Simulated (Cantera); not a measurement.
Input (Python, Cantera):

```python
import numpy as np
import cantera as ct

gas = ct.Solution("gri30.yaml")
gas.TPX = 1325, 320000, {'CH4': 1, 'H2': 0.099, 'O2': 1.14, 'N2': 4.28}
reactor = ct.IdealGasReactor(gas, energy="on", clone=False)
net = ct.ReactorNet([reactor])
net.rtol, net.atol = 1e-08, 1e-16
show = ['CH4', 'H2', 'O2', 'HCN', 'C2H']
times = np.geomspace(1e-06, 7, 11)

steps = ct.SolutionArray(gas, extra=["t"])
rows = []
print(f"{'t/s':>10s}{'T/K':>9s}{'P/Pa':>11s}" + "".join(f"{s:>11s}" for s in show))
for t in times:
    while net.time < t:
        t_next = net.step()
        steps.append(gas.state, t=t_next)
    rows.append([np.interp(t, steps.t, y) for y in (steps.T, steps.P, *steps(*show).X.T)])
    print(f"{t:10.3e}{rows[-1][0]:9.1f}{rows[-1][1]:11.4g}" + "".join(f"{x:11.3e}" for x in rows[-1][2:]))
rate = np.gradient(steps.T, steps.t)
print("integrator steps:", len(steps.t))
if steps.T.max() > steps.T[0] + 200:
    print(f"time of steepest temperature rise: {steps.t[rate.argmax()]:.4e} s")
gas.TPX = 1325, 320000, {'CH4': 1, 'H2': 0.099, 'O2': 1.14, 'N2': 4.28}
gas.equilibrate("UV")
print(f"equilibrium (UV): T = {gas.T:.1f} K  " + "  ".join(f"{s} {gas[s].X[0]:.3e}" for s in show))
```

Result:

```
       t/s      T/K       P/Pa        CH4         H2         O2        HCN        C2H
 1.000e-06   1325.0    3.2e+05  1.534e-01  1.519e-02  1.749e-01  5.980e-23  4.062e-33
 4.836e-06   1325.0    3.2e+05  1.534e-01  1.519e-02  1.749e-01  1.560e-21  1.571e-29
 2.339e-05   1325.0    3.2e+05  1.534e-01  1.519e-02  1.749e-01  4.829e-20  9.725e-26
 1.131e-04   1325.0    3.2e+05  1.534e-01  1.518e-02  1.749e-01  7.893e-18  7.734e-21
 5.471e-04   1330.3  3.212e+05  1.524e-01  1.507e-02  1.743e-01  2.609e-15  2.113e-16
 2.646e-03   2800.4  7.714e+05  1.015e-10  1.269e-01  8.540e-05  4.130e-07  3.636e-15
 1.280e-02   2800.3  7.714e+05  1.017e-10  1.269e-01  8.529e-05  4.238e-07  3.638e-15
 6.188e-02   2800.3  7.714e+05  1.017e-10  1.269e-01  8.529e-05  4.238e-07  3.638e-15
 2.993e-01   2800.3  7.714e+05  1.017e-10  1.269e-01  8.529e-05  4.238e-07  3.638e-15
 1.447e+00   2800.3  7.714e+05  1.017e-10  1.269e-01  8.529e-05  4.238e-07  3.638e-15
 7.000e+00   2800.3  7.714e+05  1.017e-10  1.269e-01  8.529e-05  4.238e-07  3.638e-15
integrator steps: 2148
time of steepest temperature rise: 2.0173e-03 s
equilibrium (UV): T = 2800.3 K  CH4 1.147e-10  H2 1.269e-01  O2 8.529e-05  HCN 4.238e-07  C2H 3.978e-15
```

Detailed kinetics in Cantera: GRI-Mech 3.0 (53 species, 325 reactions).
